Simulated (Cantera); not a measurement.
An isothermal, constant-pressure homogeneous reactor starts with H₂ : O₂ = 0.02 : 4 (molar parts), at 900 K and 0.0267 bar.

Model: GRI-Mech 3.0 (53 species, 325 reactions), integrated in Cantera. Radical loss at walls, strong at low pressure, is not modelled. Below about 950 K walls govern HO2 and H2O2 in real vessels.

One state of this run: x H₂ = 5.26e-6; x O₂ = 0.995; x H₂O = 0.00498; x O = 8.74e-6; x OH = 5.28e-6; x H = 2.85e-8; x H₂O₂ = 9.53e-9. x: mole fraction; the columns are a selection and need not sum to one.

Q: Which value of t (s) does it belong to?
(A) 10.3
(B) 0.174
(C) 0.00295
(D) 0.678

A: D, 0.678
